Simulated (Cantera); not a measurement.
# SiF₄ + NH₃ + H₂ + N₂ (silicon nitride deposition)

Input: 1 mol SiF₄, 3.9 mol NH₃, 13 mol H₂, 36 mol N₂, held at 1075 K and 10.0 mbar.

Equilibrium computed with Cantera from the NASA thermochemical tables; the gas is ideal and each condensed phase is pure. Candidate condensed phases: Si, Si₃N₄; 37 gas species. The tables' values for SiF₃ are old estimates; treat these amounts as uncertain. Equilibrium is a limit: real reactors are often held back by kinetics, nucleation or transport.

```yaml
x(N₂): 0.656
x(H₂): 0.326
x(SiF₄): 0.0171
x(HF): 0.000665
x(SiHF₃): 5.66e-5
x(SiF₃): 1.65e-5
n(Si₃N₄(s)): 0.00285 mol
gas_amount: 57.80 mol
log10 activity of Si(s) (absent): -4.83
```
